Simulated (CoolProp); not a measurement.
A closed Brayton cycle with carbon dioxide: compressor inlet 324.15 K and 8.2 MPa, high pressure 20.4 MPa, turbine inlet 955 K, compressor efficiency 0.89, turbine efficiency 0.9, recuperator effectiveness 0.9 (on enthalpy, no pinch check). Each further row changes one setting.

Model: reference Helmholtz-energy equation of state, Span 1996, in CoolProp.

```csv
case,thermal efficiency (%),net work (kJ/kg),compressor to turbine work,compressor exit (K),turbine exit (K)
as stated,…,97.4,0.31,398.9,835.3
turbine inlet 905 K,35.6,89.5,0.33,398.9,…
compressor inlet 334.15 K,36.2,91.7,…,…,835.3
high pressure 17.3 MPa,34.8,82.3,…,…,856.3
recuperator effectiveness 0.5,20.8,97.4,0.31,398.9,835.3
```

Question: Some entries are withheld; supply them.

Answer: 
- as stated, thermal efficiency (%): 36.8
- turbine inlet 905 K, turbine exit (K): 789.4
- compressor inlet 334.15 K, compressor to turbine work: 0.35
- compressor inlet 334.15 K, compressor exit (K): 414.3
- high pressure 17.3 MPa, compressor to turbine work: 0.30
- high pressure 17.3 MPa, compressor exit (K): 385.1
